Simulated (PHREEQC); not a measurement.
Solution (20 °C): 2.4 mmol/kgw Na3PO4. It is in equilibrium with CO2 at log p = -3.5 (atm). Otherwise closed; pH follows from the charge balance.

Model: ion-association model, phreeqc.dat, run in PHREEQC.

No solid was allowed to form.

**Question.** Predict the pH, ionic strength, specific conductance.

**Answer.** pH 8.62; ionic strength 0.00953 mol/kgw; specific conductance 576 µS/cm.

**Question.** In which forms is C present?

**Answer.** HCO3- 97 %, CO3-2 2.3 %, CO2 0.5 % of the C.
